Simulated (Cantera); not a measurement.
Ignition delay

Mixture: CO : H2 : O2 : N2 = 1 : 0.042 : 0.659 : 2.48 (molar parts), at 1.00 bar, adiabatic and at constant volume. Ignition delay is the time to a rise of 400 K.

Cantera simulation using GRI-Mech 3.0 (53 species, 325 reactions); the numbers are that mechanism's predictions, not measurements. Where the delays flatten at high temperature, the 400 K rule measures the pace of heat release, not the induction time.

```
T0 (K)  delay (ms)
------  ----------
950           5.29
1000          1.10
1050         0.511
1100         0.320
1150         0.231
1200         0.182
1250         0.152
1300         0.132
1350         0.118
```
